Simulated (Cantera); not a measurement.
Feed: 1 mol CaCl2, 0.48 mol H2, 1.2 mol O2, equilibrated at 1075 K.

These are equilibrium values from Cantera (NASA tables, ideal gas, pure condensed phases), not measurements of a reactor. Candidate condensed phases: Ca, CaCl2, CaO, Ca(OH)2, H2O; 21 gas species. Mutual solubility and eutectic melting of coexisting phases are not modelled. Condensed phases not in the tables: oxide chlorides. The numbers say what is thermodynamically allowed, not how fast it happens.

Question: At 0.0750 Torr, list the 6 most abundant gas species with their mole fractions, and the condensed phases.

Answer: O2 0.590, HCl 0.218, H2O 0.186, CaCl2 0.00272, Cl 0.00222, Cl2 0.000406. Condensed: CaCl2(l) + CaO(s).
